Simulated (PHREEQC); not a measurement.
Consider water at 20 °C with 0.0021 mol H3PO4, 6.9e-05 mol HNO3, 0.00048 mol NiSO4 and 0.00028 mol NaOH per kg of water. Closed to the air; pH follows from the charge balance.

All values are PHREEQC results (ion-association model, wateq4f.dat), not measurements.

### Question
The ionic strength comes out as 0.00359 mol/kgw. What activity coefficients do H2PO4-, Ni+2, HSO4-, Na+, SO4-2 get?

### Answer
H2PO4- 0.94, Ni+2 0.77, HSO4- 0.94, Na+ 0.94, SO4-2 0.78.

No solid was allowed to form. H3PO4, which wateq4f.dat lacks, is added to it with the constant of phreeqc.dat. The database has no phosphate complexes of Ni.
